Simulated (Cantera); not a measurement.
An adiabatic, constant-pressure homogeneous reactor starts with CO : H₂ : O₂ : N₂ : CO₂ = 1 : 0.042 : 0.326 : 1.22 : 0.088 (molar parts), at 1823 K and 760 Torr.

Cantera simulation using GRI-Mech 3.0 (53 species, 325 reactions); the numbers are that mechanism's predictions, not measurements.

x: mole fraction; the columns are a selection and need not sum to one.

| t (s) | T (K) | x CO | x H₂ | x O₂ | x H₂O₂ | x CO₂ |
|---|---|---|---|---|---|---|
| 1.00e-6 | 1823 | 0.374 | 0.0157 | 0.122 | 2.68e-10 | 0.0329 |
| 2.93e-6 | 1823 | 0.374 | 0.0157 | 0.122 | 7.81e-10 | 0.0329 |
| 8.58e-6 | 1823 | 0.373 | 0.0154 | 0.121 | ___ | 0.0332 |
| 2.51e-5 | 1899 | 0.327 | 0.00116 | 0.0755 | ___ | 0.0807 |
| 7.37e-5 | 2154 | 0.282 | 0.00141 | 0.0474 | ___ | 0.133 |
| 0.000216 | 2498 | 0.266 | 0.00166 | 0.0436 | 2.04e-8 | 0.160 |
| 0.000632 | 2819 | 0.243 | 0.00159 | 0.0339 | 2.03e-8 | 0.194 |
| 0.00185 | 2870 | 0.238 | 0.00159 | 0.0292 | 2.32e-8 | 0.201 |
| 0.00543 | 2867 | 0.238 | 0.00160 | 0.0285 | 2.29e-8 | 0.201 |
| 0.0159 | 2867 | 0.238 | 0.00160 | 0.0285 | 2.29e-8 | 0.201 |
| 0.0466 | 2867 | 0.238 | 0.00160 | 0.0285 | 2.29e-8 | 0.201 |
| 0.137 | 2867 | 0.238 | 0.00160 | 0.0285 | 2.29e-8 | 0.201 |
| 0.400 | 2867 | 0.238 | 0.00160 | 0.0285 | 2.29e-8 | 0.201 |

Problem. Some entries are withheld; supply them.

Solution. 
- 8.58e-6, x H₂O₂: 4.67e-9
- 2.51e-5, x H₂O₂: 9.08e-8
- 7.37e-5, x H₂O₂: 3.93e-8
